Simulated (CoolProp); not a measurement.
Values from CoolProp's reference Helmholtz-energy equation of state, Leachman 2009.

### Question
For normal hydrogen, give the phase and the speed of sound (m/s), viscosity (µPa s) at -242.65 °C and 0.041 MPa; -242.65 °C and 2.5 MPa; -242.65 °C and 5.7 MPa.

### Answer
- -242.65 °C and 0.041 MPa: gas; speed of sound 455, viscosity 1.54
- -242.65 °C and 2.5 MPa: liquid; speed of sound 929, viscosity 8.05
- -242.65 °C and 5.7 MPa: liquid; speed of sound 1140, viscosity 10.3

Viscosity comes from a separate model (Muzny 2013).
